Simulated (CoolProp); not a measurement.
Aqueous ethanol as a coolant, at -13 °C, 1 atm.

Model: Melinder's fits for secondary coolants, in CoolProp.

```tsv
mass %	freezing point (°C)	viscosity (mPa s)	Prandtl number	conductivity (W/(m K))	density (kg/m³)
24.1	-14.6	?	?	0.416	975.4
28.6	?	14.7	155	0.396	971.9
33.1	-23.1	15.4	164	0.376	?
37.6	-27.4	15.4	?	0.356	961.6
42.2	?	14.8	163	0.338	?
46.7	-35.1	13.9	155	?	946.2
51.2	-38.5	12.7	144	0.304	937.1
```

**Question.** What belongs in the gaps?

**Answer.** 
- 24.1, viscosity (mPa s): 13.4
- 24.1, Prandtl number: 138
- 28.6, freezing point (°C): -18.8
- 33.1, density (kg/m³): 967.3
- 37.6, Prandtl number: 167
- 42.2, freezing point (°C): -31.5
- 42.2, density (kg/m³): 954.4
- 46.7, conductivity (W/(m K)): 0.321
